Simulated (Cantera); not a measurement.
A perfectly stirred reactor is fed with N2O : N2 = 1 : 1 (molar parts), at 59.3 Torr; it is held at 1575 K, and followed from long to short residence time.

Cantera simulation using GRI-Mech 3.0 (53 species, 325 reactions); the numbers are that mechanism's predictions, not measurements. GRI-Mech 3.0 was tuned for natural gas; its chemistry of N2O as a main component is partial and can be far from experiment. The temperature is held fixed by assumption; the heat of reaction is taken as removed at once.

Question: What does this change do: pressure from 59.3 Torr to 10.00 Torr?

Answer: 
```json
[
 {"quantity": "x(N2O) at τ = 9.60 s", "before": "0.00508", "after": "0.0227"},
 {"quantity": "x(NO2) at τ = 9.60 s", "before": "4.89e-5", "after": "1.84e-5"},
 {"quantity": "x(N2) at τ = 9.60 s", "before": "0.758", "after": "0.733"},
 {"quantity": "x(O) at τ = 9.60 s", "before": "7.58e-5", "after": "0.000136"},
 {"quantity": "x(NO) at τ = 9.60 s", "before": "0.0781", "after": "0.107"},
 {"quantity": "x(N2O) at τ = 88.0 ms", "before": "0.232", "after": "0.418"},
 {"quantity": "x(NO2) at τ = 88.0 ms", "before": "2.97e-5", "after": "1.46e-6"},
 {"quantity": "x(N2) at τ = 88.0 ms", "before": "0.630", "after": "0.540"},
 {"quantity": "x(O) at τ = 88.0 ms", "before": "0.000139", "after": "0.000141"},
 {"quantity": "x(NO) at τ = 88.0 ms", "before": "0.0609", "after": "0.0188"}
]
```
Radical loss at walls, strong at low pressure, is not modelled.
